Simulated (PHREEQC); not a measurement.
A solution holds 5.7 mmol/kgw RbCl and 51 mmol/kgw Cu(NO3)2, at 20 °C. Closed to the air; pH follows from the charge balance.

Computed with PHREEQC (ion-association model, wateq4f.dat).

```
quantity        before    after
-------------  -------  -------
pH                4.44     3.47
Cl- (mol/kgw)  0.00549  0.00570
```

**Question.** What was changed between the two runs?
(A) Cu(NO3)2 replaced by Al(NO3)3 at the same molality
(B) temperature from 20 to 30 °C
(C) RbCl from 0.0057 to 0.00285 mol/kgw
(D) 0.00066 mol/kgw CO2 added
(E) Cu(NO3)2 left out

**Answer.** A, Cu(NO3)2 replaced by Al(NO3)3 at the same molality

Precipitation was switched off in this run.
